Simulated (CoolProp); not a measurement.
Vapour pressure (MPa) of R227EA: the reference equation beside estimates from Tc = 374.9 K, pc = 2.925 MPa, ω = 0.358.

Values from CoolProp's reference Helmholtz-energy equation of state, Lemmon 2016.

| T (K) | reference | van der Waals | Soave-Redlich-Kwong |
|---|---|---|---|
| 193.6 | 0.002146 | 0.1008 | 0.002138 |
| 206.8 | 0.006094 | 0.1537 | 0.006050 |
| 220 | 0.01489 | 0.2233 | 0.01477 |
| 233.2 | 0.03223 | 0.3120 | 0.03201 |
| 246.4 | 0.06317 | 0.4218 | 0.06289 |
| 259.6 | 0.1141 | 0.5547 | 0.1140 |
| 272.8 | 0.1928 | 0.7125 | 0.1932 |
| 286 | 0.3080 | 0.8968 | 0.3096 |
| 299.2 | 0.4695 | 1.109 | 0.4735 |
| 312.4 | (withheld) | 1.351 | (withheld) |
| 325.6 | (withheld) | 1.623 | 0.9885 |
| 338.8 | 1.345 | 1.926 | 1.364 |
| 352 | 1.812 | 2.262 | (withheld) |
| 365.2 | 2.398 | 2.632 | 2.418 |

Problem. Some entries are withheld; supply them.

Solution. 
- 312.4, reference: 0.6881
- 312.4, Soave-Redlich-Kwong: 0.6958
- 325.6, reference: 0.9755
- 352, Soave-Redlich-Kwong: 1.836

Absolute difference from the reference over all 14 rows, mean and median: van der Waals 791.3 and 230.4 %, Soave-Redlich-Kwong 0.8 and 0.8 %.
